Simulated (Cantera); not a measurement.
Input: 1 mol CS2, 0.0086 mol SO2, 2.3 mol O2, at 1073 K and 1.00 bar.

Method: chemical equilibrium by Gibbs-energy minimisation in Cantera with the NASA 1993 tables (ideal gas, pure condensed phases). Candidate condensed phases: C, S; 22 gas species. Gases not in the tables: S3 to S7. Kinetics and transport are ignored.

Base state: SO2 0.490, CO2 0.374, S2 0.124, S2O 0.00828, CO 0.00153, COS 0.00111, SO 7.42e-5 (mole fractions); condensed: gas only.

Problem. What changes in the equilibrium state with this change: SO2 from 0.0086 to 0.8 mol?

Solution. 
```
species   before     after
-------  -------  --------
SO2        0.490     0.607
CO2        0.374     0.289
S2         0.124    0.0952
COS      0.00111  0.000627
CO       0.00153  0.000990
```
